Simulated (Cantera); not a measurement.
An isothermal, constant-pressure homogeneous reactor starts with NO : N2 = 1 : 2.8 (molar parts), at 1473 K and 0.0610 bar.

Model: GRI-Mech 3.0 (53 species, 325 reactions), integrated in Cantera.

x: mole fraction; the columns are a selection and need not sum to one.

```
t (s)      x NO      x O    x N2O    x NO2   x N2      x O2
--------  -----  -------  -------  -------  -----  --------
0.000800  0.263  1.99e-8  2.18e-8  1.94e-9  0.737  6.37e-12
0.00233   0.263  4.89e-8  6.34e-8  1.46e-8  0.737  4.91e-11
0.00679   0.263  9.31e-8  1.84e-7  9.25e-8  0.737  3.45e-10
0.0198    0.263  1.21e-7  5.32e-7  4.23e-7  0.737   2.27e-9
0.0577    0.263  1.40e-7  1.52e-6  1.46e-6  0.737   1.61e-8
0.168     0.263      [?]      [?]      [?]  0.737       [?]
0.490     0.263  3.10e-7  9.96e-6  1.29e-5  0.737   1.81e-6
1.43      0.263  4.48e-7  1.80e-5  2.41e-5  0.737   1.79e-5
4.16      0.263  4.93e-7  2.15e-5  2.74e-5  0.737   8.97e-5
12.1      0.262  5.25e-7  2.15e-5  2.96e-5  0.737  0.000307
35.3      0.261  6.04e-7  2.13e-5  3.52e-5  0.738  0.000939
103       0.258  7.84e-7  2.06e-5  4.77e-5  0.740   0.00275
300       0.247      [?]      [?]      [?]  0.745       [?]
```

**Question.** What belongs in the gaps?

**Answer.** 
- 0.168, x O: 1.91e-7
- 0.168, x N2O: 4.13e-6
- 0.168, x NO2: 4.57e-6
- 0.168, x O2: 1.50e-7
- 300, x O: 1.14e-6
- 300, x N2O: 1.89e-5
- 300, x NO2: 7.02e-5
- 300, x O2: 0.00780
